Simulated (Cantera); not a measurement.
Transport properties of process gases

Gas mixture: C3H8 : C2H6 : CH4 : N2 = 0.84 : 0.66 : 0.38 : 0.22 (molar parts), at 2670 Pa, frozen composition.

Cantera's kinetic-theory transport with the Lennard-Jones parameters of GRI-Mech 3.0, ideal gas; thermal conductivity in the multicomponent form. The composition is frozen, though it would react at the higher temperatures.

| T (K) | ρ (kg/m³) | cp (J/kg/K) | μ (µPa s) | λ (mW/m/K) | Pr | D (cm²/s) H | D (cm²/s) CO2 | D (cm²/s) OH |
|---|---|---|---|---|---|---|---|---|
| 400 | 0.0264 | 2081 | 12.6 | 34.7 | 0.753 | 52.5 | 6.86 | 13.9 |
| 650 | 0.0162 | 2958 | 18.8 | 73.0 | 0.761 | 125 | 16.7 | 32.2 |
| 900 | 0.0117 | 3590 | 24.0 | 113 | 0.761 | 219 | 29.6 | 56.0 |
| 1150 | 0.00918 | 4044 | 28.6 | 152 | 0.759 | 331 | 45.1 | 84.6 |
| 1400 | 0.00754 | 4374 | 32.7 | 189 | 0.756 | 461 | 63.0 | 117 |
| 1650 | 0.00640 | 4625 | 36.5 | 224 | 0.755 | 607 | 83.2 | 154 |
D: mixture-averaged diffusion coefficient of that species in the mixture.
